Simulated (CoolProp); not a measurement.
A single-stage vapour-compression cycle with the fluid: evaporating at 208.15 K (dew point), condensing at 254.15 K (bubble point), superheat 10 K, subcooling 0 K, compressor efficiency 0.9, no pressure losses. The same conditions are run with several fluids, on thermodynamics alone (safety and materials aside).

The numbers come from the reference Helmholtz-energy equation of state of each fluid (R143a: Lemmon and Jacobsen 2000; R404A: Lemmon 2003; propylene: Lemmon 2013; CH2F2 (R32): Tillner-Roth 1997; C2F6 (R116): Lemmon 2006; ammonia: Gao 2020) in CoolProp. Blends and air are pseudo-pure fits.

Problem. Rank R143a, R404A, propylene, CH2F2 (R32), C2F6 (R116), ammonia by cooling COP, highest first.

Solution. propylene (3.38), R143a (3.33), R404A (3.24), CH2F2 (R32) (3.21), ammonia (3.10), C2F6 (R116) (2.84)

```json
[
 {"fluid": "R143a", "pressure ratio": "8.14", "discharge temperature (K)": "289.8", "refrigerating effect (kJ/kg)": "184", "volumetric capacity (kJ/m³)": "351"},
 {"fluid": "R404A", "pressure ratio": "8.98", "discharge temperature (K)": "287.5", "refrigerating effect (kJ/kg)": "161", "volumetric capacity (kJ/m³)": "314"},
 {"fluid": "propylene", "pressure ratio": "7.43", "discharge temperature (K)": "300.7", "refrigerating effect (kJ/kg)": "368", "volumetric capacity (kJ/m³)": "370"},
 {"fluid": "CH2F2 (R32)", "pressure ratio": "8.63", "discharge temperature (K)": "348.6", "refrigerating effect (kJ/kg)": "330", "volumetric capacity (kJ/m³)": "471"},
 {"fluid": "C2F6 (R116)", "pressure ratio": "5.54", "discharge temperature (K)": "265.8", "refrigerating effect (kJ/kg)": "68.7", "volumetric capacity (kJ/m³)": "1080"},
 {"fluid": "ammonia", "pressure ratio": "12.8", "discharge temperature (K)": "412.1", "refrigerating effect (kJ/kg)": "1270", "volumetric capacity (kJ/m³)": "187"}
]
```
